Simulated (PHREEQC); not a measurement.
Make-up at 67 °C: 9.4 mmol/kgw HF. Closed to the air; pH follows from the charge balance.

All values are PHREEQC results (ion-association model, phreeqc.dat), not measurements.

Precipitation was switched off in this run.

Task: Predict the pH, specific conductance, ionic strength.

Result: pH 2.81; specific conductance 1330 µS/cm; ionic strength 0.00161 mol/kgw.

Task: In which forms is F present?

Result: HF 82 %, F- 17 %, HF2- 1.1 % of the F.

Constants without temperature data keep their 25 °C values here.
